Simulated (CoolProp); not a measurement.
A simple Rankine cycle with R1336mzz(Z): condensing at 320.15 K, boiler at 1.12 MPa, turbine inlet 398.8 K, turbine efficiency 0.75, pump efficiency 0.6, no recuperator. Each further row changes one setting.

Model: reference Helmholtz-energy equation of state, McLinden 2020, in CoolProp.

| case | thermal efficiency (%) | net work (kJ/kg) | heat in (kJ/kg) | turbine exit temperature (K) | volume ratio over the turbine |
|---|---|---|---|---|---|
| as stated | 10.5 | 22.6 | 216 | 357.5 | 7.93 |
| turbine inlet 418.8 K | … | … | 240 | 379.7 | 7.53 |
| condensing temperature 312.15 K | 11.5 | 26.0 | … | 353.2 | 10.4 |
| boiler pressure 0.784 MPa | … | … | 224 | 368.2 | … |
| turbine efficiency 0.65 | 9.0 | 19.4 | 216 | 360.8 | 8.01 |

### Question
Some entries are withheld; supply them.

### Answer

- turbine inlet 418.8 K, thermal efficiency (%): 10.3
- turbine inlet 418.8 K, net work (kJ/kg): 24.8
- condensing temperature 312.15 K, heat in (kJ/kg): 226
- boiler pressure 0.784 MPa, thermal efficiency (%): 8.8
- boiler pressure 0.784 MPa, net work (kJ/kg): 19.8
- boiler pressure 0.784 MPa, volume ratio over the turbine: 5.11
